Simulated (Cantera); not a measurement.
Feed: 1 mol B2H6, 1.8 mol H2O, 77 mol N2, equilibrated at 0.975 Torr.

Equilibrium computed with Cantera from the NASA thermochemical tables; the gas is ideal and each condensed phase is pure. Candidate condensed phases: B, BN, B2O3, B3O3H3, H2O; 39 gas species. The feed counts by its element totals alone. N2 is the only nitrogen source here; it is nearly inert below about 1500 K, so the nitride shown seldom forms there in practice. Mutual solubility and eutectic melting of coexisting phases are not modelled. Kinetics and transport are ignored.

Task: Which condensed phases are stable at each of these points (T (K)): 1125, 1225, 1325, 1425, 1525, 1625, 1725, 1825, 1925, 2025, 2125, 2225, 2325?

Result: 
| T (K) | condensed phases | B condensed (%) |
|---|---|---|
| 1125 | BN(s) + B2O3(l) | 99.8 |
| 1225 | BN(s) + B2O3(l) | 98.8 |
| 1325 | BN(s) + B2O3(l) | 93.7 |
| 1425 | BN(s) + B2O3(l) | 58.5 |
| 1525 | BN(s) | 36.9 |
| 1625 | BN(s) | 27.7 |
| 1725 | BN(s) | 17.1 |
| 1825 | BN(s) | 11.5 |
| 1925 | BN(s) | 10.1 |
| 2025 | BN(s) | 9.4 |
| 2125 | BN(s) | 6.4 |
| 2225 | gas only | 0.0 |
| 2325 | gas only | 0.0 |

From 1125 K to 1425 K the condensed part is BN(s) + B2O3(l). From 1525 K to 2125 K the condensed part is BN(s). From 2225 K to 2325 K nothing is condensed.
